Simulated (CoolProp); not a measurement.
Vapour-liquid equilibrium of isohexane (1) + benzene (2) at 39.8 kPa; x and y are mole fractions of (1).

Computed with CoolProp (multi-fluid Helmholtz-energy mixture model, Lemmon 2006 and Thol 2012; pair parameters Bell 2016).

| x | bubble temperature, mixture model (K) | bubble temperature, Raoult's law (K) | y, mixture model | y, Raoult's law |
|---|---|---|---|---|
| 0.05 | 322.3 | 324.4 | 0.158 | 0.095 |
| 0.15 | 317.9 | 321.9 | 0.353 | 0.262 |
| 0.25 | 315.1 | 319.7 | 0.471 | 0.403 |
| 0.35 | 313.2 | 317.6 | 0.556 | 0.524 |
| 0.45 | 311.7 | 315.6 | 0.627 | 0.627 |
| 0.55 | 310.5 | 313.8 | 0.691 | 0.717 |
| 0.65 | 309.5 | 312.0 | 0.755 | 0.795 |
| 0.75 | 308.6 | 310.4 | 0.820 | 0.863 |
| 0.85 | 307.8 | 308.9 | 0.889 | 0.923 |
| 0.95 | 307.1 | 307.4 | 0.962 | 0.976 |

The largest gap from Raoult's law is -4.6 K in bubble temperature, at x = 0.25. No azeotrope shows between x = 0.05 and 0.95.

Pair parameters are fitted to limited data, so mixtures are less certain than the pure fluids.
